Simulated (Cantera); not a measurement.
Input: 1 mol BN, 4.5 mol F2, 14 mol H2, at 75.0 Torr.

These are equilibrium values from Cantera (NASA tables, ideal gas, pure condensed phases), not measurements of a reactor. Candidate condensed phases: B, BN; 31 gas species. The tables' values for BF2 are old estimates; treat these amounts as uncertain. Equilibrium is a limit: real reactors are often held back by kinetics, nucleation or transport.

Q: At 1523 K, list the 5 most abundant gas species with their mole fractions, and the condensed phases.

A: H2 0.594, HF 0.324, BF3 0.0539, N2 0.0270, BHF2 8.76e-5. Condensed: gas only.
